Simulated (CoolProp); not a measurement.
Aqueous ethylene glycol as a coolant, 25 % by mass, freezing at -11.0 °C, 1 atm.

The numbers come from the Melinder's fits for secondary coolants in CoolProp.

| T (°C) | conductivity (W/(m K)) | Prandtl number | viscosity (mPa s) | cp (kJ/(kg K)) |
|---|---|---|---|---|
| -5.2 | 0.459 | 37.0 | 4.53 | 3.750 |
| 2.7 | 0.468 | 27.0 | 3.34 | 3.769 |
| 10.6 | 0.476 | 20.2 | 2.54 | 3.788 |
| 18.5 | 0.484 | 15.6 | 1.98 | 3.807 |
| 26.4 | 0.492 | 12.3 | 1.59 | 3.826 |
| 34.3 | 0.500 | 10.0 | 1.30 | 3.844 |
